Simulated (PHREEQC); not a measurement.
HNO3 is added in steps, without added water, to 1 kg of water holding 0.072 mol/kgw ZnSO4, 0.07 mol/kgw NaOH and 0.023 mol/kgw NiCl2, at 25 °C. O2 is buffered at 0.21 atm. The system is closed to CO2. The run lets Zn(OH)2-a, Zn4(OH)6SO4, Zn5(OH)8Cl2, Ni(OH)2, Ni4(OH)6SO4, Halite, Mirabilite, Goslarite, Morenosite precipitate or redissolve, and no other solid.

Base run: PHREEQC, ion-association model, wateq4f.dat. Each further column changes one thing. The table gives pH.

| HNO3 added (mol) | base | diluted 100-fold with water | NiCl2 from 0.023 to 0.0345 mol/kgw | NiCl2 left out | no solid may form |
|---|---|---|---|---|---|
| 0 | 6.61 | 7.59 | 6.55 | 6.66 | 8.85 |
| 0.006333 | 6.59 | 2.30 | 6.53 | 6.61 | 8.80 |
| 0.01267 | 6.57 | 1.98 | 6.52 | 6.57 | 8.75 |
| 0.019 | 6.53 | 1.80 | 6.51 | 6.53 | 8.70 |
| 0.02217 | 6.51 | 1.73 | 6.50 | 6.51 | … |
| 0.0285 | 6.49 | 1.62 | 6.48 | 6.48 | 8.62 |
| 0.03483 | 6.46 | 1.54 | 6.46 | 6.46 | 8.56 |
| 0.04117 | 6.44 | … | 6.43 | 6.43 | 8.50 |
| 0.0475 | 6.41 | 1.40 | 6.41 | 6.41 | 8.42 |
| 0.05383 | 6.39 | … | 6.39 | 6.39 | … |
| 0.057 | 6.38 | 1.33 | 6.38 | 6.38 | 8.25 |
| 0.06333 | 6.37 | … | 6.36 | 6.36 | 8.05 |
| 0.06967 | 6.35 | 1.24 | 6.34 | 6.34 | 6.99 |
| 0.076 | 2.59 | 1.20 | 2.58 | 2.60 | 2.59 |

### Question
Some entries are withheld; supply them.

### Answer

- 0.02217, no solid may form: 8.68
- 0.04117, diluted 100-fold with water: 1.46
- 0.05383, diluted 100-fold with water: 1.35
- 0.05383, no solid may form: 8.32
- 0.06333, diluted 100-fold with water: 1.28

The database's Ni(OH)2 is the aged solid; a fresh precipitate is more soluble.  In at least one series the solution becomes supersaturated in solids that the run did not let form, among them Zn(OH)2-a, Zn4(OH)6SO4, Zn5(OH)8Cl2, Ni(OH)2, Ni4(OH)6SO4. Solids allowed in the column 'NiCl2 left out': Zn(OH)2-a, Zn4(OH)6SO4, Mirabilite, Goslarite.
